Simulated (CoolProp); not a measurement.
Isohexane along the isobar 1.56 MPa: fugacity coefficient from the reference equation and from simpler models built on Tc = 497.7 K, pc = 3.043 MPa, ω = 0.280; each cubic takes its own stable root.

Values from CoolProp's reference Helmholtz-energy equation of state, Lemmon 2006. It is a short technical equation, of lower accuracy than the large ones.

```csv
T (K),phase,reference
177.9,liquid,1.987e-6
214,liquid,0.0001133
250.1,liquid,0.001707
286.2,liquid,0.01157
322.3,liquid,0.04685
358.3,liquid,0.1334
394.4,liquid,0.2969
430.5,liquid,0.5487
```

### Question
How far does each simpler model (Redlich-Kwong, Soave-Redlich-Kwong, Peng-Robinson) lie from the reference over these 8 states: mean and median of the absolute difference, and the worst?

### Answer
- Redlich-Kwong: mean 164.0 %, median 111.2 %, worst +460.6 % at 177.9 K and 1.56 MPa
- Soave-Redlich-Kwong: mean 1.8 %, median 1.8 %, worst +2.9 % at 430.5 K and 1.56 MPa
- Peng-Robinson: mean 6.7 %, median 1.0 %, worst +33.2 % at 177.9 K and 1.56 MPa
